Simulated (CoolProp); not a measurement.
Saturation properties of C3F8 (R218).

The numbers come from the reference Helmholtz-energy equation of state, Lemmon 2006 in CoolProp. It is a short technical equation, of lower accuracy than the large ones.

| T (K) | p (bar) | liquid density (kg/m³) | enthalpy of vaporisation (kJ/kg) | vapour Z | liquid viscosity (µPa s) | liquid conductivity (mW/(m K)) |
|---|---|---|---|---|---|---|
| 229.9 | 0.7491 | 1637 | 107.5 | 0.9565 | 486 | 63.8 |
| 235.1 | 0.9567 | 1616 | 105.6 | 0.9487 | 445 | 62.4 |
| 240.3 | 1.207 | 1596 | 103.7 | 0.9401 | 408 | 61.0 |
| 245.5 | 1.505 | 1575 | 101.7 | 0.9305 | 375 | 59.5 |
| 250.8 | 1.864 | 1553 | 99.61 | 0.9197 | 345 | 58.1 |
| 256 | 2.277 | 1531 | 97.49 | 0.9081 | 318 | 56.7 |
| 261.2 | 2.756 | 1509 | 95.27 | 0.8954 | 294 | 55.2 |
| 266.4 | 3.308 | 1486 | 92.97 | 0.8816 | 271 | 53.8 |
| 271.6 | 3.940 | 1462 | 90.56 | 0.8666 | 251 | 52.4 |
| 276.9 | 4.673 | 1437 | 87.97 | 0.8499 | 231 | 50.9 |
| 282.1 | 5.487 | 1411 | 85.31 | 0.8322 | 214 | 49.5 |

It boils at 236.4 K under 1 atm.

Viscosity comes from a separate model (Huber 2003), an estimate that may be off by 10 % or more. Thermal conductivity comes from a separate model (Huber 2003), an estimate that may be off by 10 % or more.
